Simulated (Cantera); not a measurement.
Charge: 1 mol SiCl₄, 0.61 mol HCl, 4.3 mol H₂, equilibrated at 625 °C and 1.10 bar.

Equilibrium computed with Cantera from the NASA thermochemical tables; the gas is ideal and each condensed phase is pure. Candidate condensed phases: Si; 19 gas species. The tables' values for SiCl₃ are old estimates; treat these amounts as uncertain. Kinetics and transport are ignored.

Base state: H₂ 0.724, SiCl₄ 0.166, HCl 0.106, SiHCl₃ 0.00315, SiCl₃ 1.42e-5 (mole fractions); condensed: gas only.

### Question
What changes in the equilibrium state with this change: temperature from 625 °C to 675 °C?

### Answer
```
species   before    after
-------  -------  -------
H₂         0.724    0.723
SiCl₄      0.166    0.164
HCl        0.106    0.108
SiCl₃    1.42e-5  4.76e-5
SiH₂Cl₂  5.64e-6  1.50e-5
SiHCl₃   0.00315  0.00494
```
